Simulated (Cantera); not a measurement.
**Stirred combustor or abatement burner**

A perfectly stirred reactor is fed with 3.61 % C3H8, 20.3 % O2, 76.1 % N2, at 7500 Torr; it is adiabatic with a 625 K inlet, and is followed from long to short residence time, starting on the burning branch (τ in s: 0.12, 0.041, 0.014, 0.005, 0.0017, 0.00061, 0.00021, 7.4e-05, 2.6e-05, 9e-06, 3.2e-06).

Computed with Cantera and GRI-Mech 3.0 (53 species, 325 reactions). GRI-Mech 3.0 was tuned for natural gas; its chemistry of propane as a main component is partial and can be far from experiment.

| τ (s) | T (K) | x C3H8 | x O2 | x H2 | x H2O | x CH3 |
|---|---|---|---|---|---|---|
| 0.12 | 2397 | 1.71e-8 | 0.0207 | 0.00107 | 0.136 | 6.43e-8 |
| 0.041 | 2398 | 4.95e-8 | 0.0211 | 0.00108 | 0.136 | 1.85e-7 |
| 0.014 | 2399 | 1.42e-7 | 0.0218 | 0.00112 | 0.135 | 5.23e-7 |
| 0.0050 | 2396 | 3.85e-7 | 0.0226 | 0.00121 | 0.135 | 1.37e-6 |
| 0.0017 | 2386 | 1.07e-6 | 0.0237 | 0.00145 | 0.135 | 3.55e-6 |
| 0.00061 | 2362 | 2.70e-6 | 0.0251 | 0.00195 | 0.133 | 8.06e-6 |
| 0.00021 | 2318 | 6.68e-6 | 0.0276 | 0.00285 | 0.131 | 1.78e-5 |
| 7.4e-5 | 2253 | 1.59e-5 | 0.0311 | 0.00410 | 0.129 | 3.92e-5 |
| 2.6e-5 | 2161 | 4.07e-5 | 0.0368 | 0.00565 | 0.125 | 9.47e-5 |
| 9.0e-6 | 1982 | 0.000174 | 0.0514 | 0.00798 | 0.120 | 0.000341 |
| 3.2e-6 | 625 | 0.0361 | 0.203 | <1e-12 | <1e-12 | <1e-12 |
x: mole fraction; the columns are a selection and need not sum to one.
